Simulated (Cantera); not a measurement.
A Cantera script and its output.

```python
import numpy as np
import cantera as ct

gas = ct.Solution("gri30.yaml")
gas.TPX = 1375, 1333, {'N2O': 1, 'H2': 0.0024, 'N2': 6.5}
inlet = ct.Reservoir(gas, clone=True)

reactor = ct.IdealGasConstPressureReactor(gas, energy="off", clone=False)
exhaust = ct.Reservoir(gas, clone=True)
tau = [0.48, 0.19, 0.079, 0.032, 0.013, 0.0052, 0.0021, 0.00084, 0.00034, 0.00014][0]
for a, b in ((inlet, reactor), (reactor, exhaust)):
    ct.MassFlowController(a, b, mdot=lambda t: reactor.mass / tau)
net = ct.ReactorNet([reactor])
show = ['N2O', 'H2', 'H', 'O2', 'NO2']

rows = []
print(f"{'tau/s':>10s}{'T/K':>9s}" + "".join(f"{s:>11s}" for s in show))
for tau in [0.48, 0.19, 0.079, 0.032, 0.013, 0.0052, 0.0021, 0.00084, 0.00034, 0.00014]:
    net.initial_time = 0.0
    net.advance(30 * tau)
    before = gas.X
    net.advance(40 * tau)
    drift = np.max(np.abs(gas.X - before) / (gas.X + 1e-9))
    rows.append([gas.T, *gas[show].X, drift])
    print(f"{tau:10.3e}{gas.T:9.1f}" + "".join(f"{x:11.3e}" for x in gas[show].X))
```

It prints:

```
     tau/s      T/K        N2O         H2          H         O2        NO2
 4.800e-01   1375.0  1.237e-01  5.537e-05  1.644e-07  3.608e-03  1.427e-05
 1.900e-01   1375.0  1.292e-01  1.046e-04  2.663e-07  1.479e-03  9.086e-06
 7.900e-02   1375.0  1.315e-01  1.710e-04  3.906e-07  6.117e-04  3.808e-06
 3.200e-02   1375.0  1.326e-01  2.439e-04  4.562e-07  2.361e-04  9.473e-07
 1.300e-02   1375.0  1.330e-01  2.940e-04  3.605e-07  8.657e-05  1.185e-07
 5.200e-03   1375.0  1.332e-01  3.138e-04  1.974e-07  2.878e-05  5.267e-09
 2.100e-03   1375.0  1.333e-01  3.186e-04  9.300e-08  8.373e-06  1.017e-10
 8.400e-04   1375.0  1.333e-01  3.197e-04  3.922e-08  1.974e-06  1.146e-12
 3.400e-04   1375.0  1.333e-01  3.199e-04  1.421e-08  3.985e-07  1.519e-14
 1.400e-04   1375.0  1.333e-01  3.199e-04  4.244e-09  7.451e-08  3.591e-16
```

Detailed kinetics in Cantera: GRI-Mech 3.0 (53 species, 325 reactions). GRI-Mech 3.0 was tuned for natural gas; its chemistry of N2O as a main component is partial and can be far from experiment. Radical loss at walls, strong at low pressure, is not modelled. The mechanism lacks the step 2 NO + O2 → 2 NO2, which can matter for NO2 below about 1400 K. The temperature is held fixed by assumption; the heat of reaction is taken as removed at once.
